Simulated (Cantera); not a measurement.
Feed: 1 mol PbO, 1.2 mol O2, 0.49 mol H2, held at 498.15 K and 30.0 Pa.

These are equilibrium values from Cantera (NASA tables, ideal gas, pure condensed phases), not measurements of a reactor. Candidate condensed phases: H2O, Pb, PbO, PbO2, Pb3O4; 12 gas species. Rates play no part.

Base state: O2 0.661, H2O 0.339 (mole fractions); condensed: PbO(red).

What changes in the equilibrium state with this change: PbO replaced by HgO?


```json
[
 {"species": "O2", "before": "0.661", "after": "0.494"},
 {"species": "Hg", "before": "0", "after": "0.340"},
 {"species": "H2O", "before": "0.339", "after": "0.166"},
 {"species": "PbO(red), mol", "before": "1.00", "after": "0"}
]
```
Further candidate phases: Hg, HgO.

What changes in the equilibrium state with this change: pressure from 30.0 Pa to 2.20 bar?


```csv
species,before,after
H2O,0.339,0.519
O2,0.661,0.481
"PbO(red), mol",1.00,0
"PbO2(s), mol",0,1.00
```

What changes in the equilibrium state with this change: PbO replaced by Hg?


| species | before | after |
|---|---|---|
| Hg | 0 | 0.409 |
| O2 | 0.661 | 0.391 |
| H2O | 0.339 | 0.200 |
| PbO(red), mol | 1.00 | 0 |
Further candidate phases: Hg, HgO.
